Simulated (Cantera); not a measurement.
Charge: 1 mol SiHCl3, 0.26 mol C2H4, 2.5 mol H2, held at 0.0200 bar.

Method: chemical equilibrium by Gibbs-energy minimisation in Cantera with the NASA 1993 tables (ideal gas, pure condensed phases). Candidate condensed phases: C, C6H6, C7H8, C8H18, Si, SiC; 109 gas species. Gases not in the tables: Si2H6 and higher silanes. Rates play no part.

Question: What share of the Si ends up in condensed phases as a function of T (K), at 2298, 2323, 2348, 2373, 2398, 2423, 2448?

Answer: 
| T (K) | Si condensed (%) | as |
|---|---|---|
| 2298 | 49.0 | SiC(s) |
| 2323 | 47.9 | SiC(s) |
| 2348 | 45.1 | SiC(s) |
| 2373 | 41.0 | SiC(s) |
| 2398 | 35.7 | SiC(s) |
| 2423 | 29.0 | SiC(s) |
| 2448 | 20.3 | SiC(s) |
